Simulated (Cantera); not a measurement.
Input: 1 mol TiCl4, 0.067 mol C3H8, 1.9 mol H2, held at 1500 K and 0.00740 bar.

Cantera equilibrium calculation (NASA polynomials, part measured and part estimated; ideal gas, pure solids and liquids). Candidate condensed phases: C, C6H6, C7H8, C8H18, Ti, TiC, TiCl2, TiCl3, TiCl4; 96 gas species. The tables' values for TiCl2 are old estimates; treat these amounts as uncertain. TiC: taken at fixed stoichiometry. The numbers say what is thermodynamically allowed, not how fast it happens.

Base state: HCl 0.402, H2 0.383, TiCl3 0.181, TiCl4 0.0316, TiCl2 0.00203, H 0.000127, Cl 0.000107 (mole fractions); condensed: TiC(s).

Task: What changes in the equilibrium state with this change: C3H8 from 0.067 to 0.16 mol?

Result: 
```json
[
 {"species": "HCl", "before": "0.402", "after": "0.552"},
 {"species": "H2", "before": "0.383", "after": "0.324"},
 {"species": "TiCl3", "before": "0.181", "after": "0.0970"},
 {"species": "TiCl4", "before": "0.0316", "after": "0.0252"},
 {"species": "TiCl2", "before": "0.00203", "after": "0.000726"},
 {"species": "Cl", "before": "0.000107", "after": "0.000160"},
 {"species": "H", "before": "0.000127", "after": "0.000117"},
 {"species": "TiC(s), mol", "before": "0.201", "after": "0.480"}
]
```

Task: What changes in the equilibrium state with this change: temperature from 1500 K to 1200 K?

Result: 
```json
[
 {"species": "H2", "before": "0.383", "after": "0.457"},
 {"species": "HCl", "before": "0.402", "after": "0.317"},
 {"species": "TiCl4", "before": "0.0316", "after": "0.138"},
 {"species": "TiCl3", "before": "0.181", "after": "0.0885"},
 {"species": "Cl", "before": "0.000107", "after": "9.32e-7"},
 {"species": "TiCl2", "before": "0.00203", "after": "2.33e-5"},
 {"species": "H", "before": "0.000127", "after": "1.55e-6"},
 {"species": "TiC(s), mol", "before": "0.201", "after": "0.201"}
]
```
